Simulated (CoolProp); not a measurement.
A closed Brayton cycle with nitrogen: compressor inlet 320.15 K and 5.1 MPa, high pressure 16.1 MPa, turbine inlet 915 K, compressor efficiency 0.89, turbine efficiency 0.85, recuperator effectiveness 0.8 (on enthalpy, no pinch check). Each further row changes one setting.

The numbers come from the reference Helmholtz-energy equation of state, Span 2000 in CoolProp.

```
case                           thermal efficiency (%)  net work (kJ/kg)  compressor to turbine work  compressor exit (K)  turbine exit (K)
-----------------------------  ----------------------  ----------------  --------------------------  -------------------  ----------------
as stated                                        29.4              87.0                        0.63                462.0             711.5
turbine inlet 865 K                              27.0              73.9                        0.67                462.0             670.9
compressor inlet 330.15 K                        28.1              82.0                        0.66                476.2             711.5
high pressure 13.7 MPa                           29.6              82.1                        0.60                439.2             737.0
recuperator effectiveness 0.5                    23.0              87.0                        0.63                462.0             711.5
```
